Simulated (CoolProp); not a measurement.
Vapour-liquid equilibrium of R134a (1) + R236FA (2) at -26.05 °C; x and y are mole fractions of (1).

Values from CoolProp's multi-fluid Helmholtz-energy mixture model, Tillner-Roth 1994 and Pan 2012; pair parameters Bell 2016.

| x | bubble pressure (kPa) | y at the bubble point | dew pressure at overall composition x (kPa) | liquid density (mol/L) |
|---|---|---|---|---|
| 0.05 | 35.54 | 0.138 | 33.30 | 10.14 |
| 0.2 | 45.67 | 0.431 | 37.28 | 10.56 |
| 0.35 | 55.83 | 0.619 | 42.33 | 11.02 |
| 0.5 | 66.12 | 0.751 | 48.93 | 11.52 |
| 0.65 | 76.55 | 0.849 | 57.94 | 12.06 |
| 0.8 | 87.14 | 0.924 | 70.96 | 12.64 |
| 0.95 | 97.85 | 0.983 | 91.54 | 13.27 |

No azeotrope shows between x = 0.05 and 0.95.

Pair parameters are fitted to limited data, so mixtures are less certain than the pure fluids.
